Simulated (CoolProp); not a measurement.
A Linde-Hampson liquefier for normal hydrogen: isothermal reversible compression at 300 K from 1 atm to 40 MPa, throttling to 1 atm, return gas leaving the recuperator 0 K below the feed. Each further row changes one setting.

Computed with CoolProp (reference Helmholtz-energy equation of state, Leachman 2009).

```csv
case,compression work (kJ/kg of gas)
as stated,7700
high pressure 80 MPa,8870
warm-end temperature 330 K,8440
warm-end gap 5 K,7700
```
